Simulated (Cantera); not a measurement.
## Ignition delay

Mixture: 16.9 % CH4, 15.3 % O2, 57.7 % N2, 10.1 % CO2, at 1.00 atm, adiabatic and at constant pressure. Ignition delay is the time to a rise of 400 K.

Computed with Cantera and GRI-Mech 3.0 (53 species, 325 reactions).

```json
[
 {"T0 (K)": "1100", "delay (ms)": "378"},
 {"T0 (K)": "1150", "delay (ms)": "176"},
 {"T0 (K)": "1200", "delay (ms)": "85.1"},
 {"T0 (K)": "1250", "delay (ms)": "42.6"},
 {"T0 (K)": "1300", "delay (ms)": "22.0"},
 {"T0 (K)": "1350", "delay (ms)": "11.6"},
 {"T0 (K)": "1400", "delay (ms)": "6.29"}
]
```

The apparent activation energy between 1300 and 1400 K is 190 kJ/mol.
